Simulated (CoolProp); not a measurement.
Vapour-liquid equilibrium of ethylene (1) + propane (2) at 7.35 bar; x and y are mole fractions of (1).

Values from CoolProp's multi-fluid Helmholtz-energy mixture model, Smukala 2000 and Lemmon 2009; pair parameters Bell 2016.

```tsv
x	bubble temperature, mixture model (K)	bubble temperature, Raoult's law (K)	y, mixture model	y, Raoult's law
0.05	279.1	277.3	0.237	0.306
0.2	256.6	254.8	0.659	0.718
0.35	241.5	240.8	0.832	0.865
0.5	231.4	231.2	0.909	0.931
0.65	224.3	224.0	0.950	0.965
0.8	218.7	218.4	0.976	0.985
0.95	213.9	213.8	0.995	0.997
```

The largest gap from Raoult's law is +1.8 K in bubble temperature, at x = 0.2. No azeotrope shows between x = 0.05 and 0.95.

Pair parameters are fitted to limited data, so mixtures are less certain than the pure fluids.
